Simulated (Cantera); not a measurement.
**Si + CO2 + N2 (thermal oxidation and active oxidation of silicon)**

Feed: 1 mol Si, 0.016 mol CO2, 1.6 mol N2, at 900 K and 143 Torr.

Cantera equilibrium calculation (NASA polynomials, part measured and part estimated; ideal gas, pure solids and liquids). Candidate condensed phases: C, Si, SiC, SiO2, Si2N2O, Si3N4; 34 gas species. N2 is the only nitrogen source here; it is nearly inert below about 1500 K, so the nitride shown seldom forms there in practice. The numbers say what is thermodynamically allowed, not how fast it happens.

```yaml
x(N2): 1.00
n(C(graphite)): 0.0160 mol
n(Si2N2O(s)): 0.0320 mol
n(Si3N4(s)): 0.312 mol
gas_amount: 0.9440 mol
log10 activity of Si(s) (absent): -8.16
```
